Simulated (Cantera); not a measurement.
Input: 1 mol Fe₂O₃, 0.7 mol SO₃, 0.04 mol O₂, at 1000 K and 0.0100 bar.

Method: chemical equilibrium by Gibbs-energy minimisation in Cantera with the NASA 1993 tables (ideal gas, pure condensed phases). Candidate condensed phases: Fe, FeO, FeS, FeSO₄, FeS₂, Fe₂O₃, Fe₂(SO₄)₃, Fe₃O₄, S; 12 gas species. Kinetics and transport are ignored.

Base state: SO₂ 0.599, O₂ 0.338, SO₃ 0.0629 (mole fractions); condensed: Fe₂O₃(s).

Task: What changes in the equilibrium state with this change: temperature from 1000 K to 1573.15 K?

Result: 
| species | before | after |
|---|---|---|
| SO₂ | 0.599 | 0.556 |
| O₂ | 0.338 | 0.443 |
| SO₃ | 0.0629 | 0.000969 |
| O | <1e-9 | 6.96e-5 |
| Fe₂O₃(s), mol | 1.00 | 0 |
| Fe₃O₄(s), mol | 0 | 0.667 |
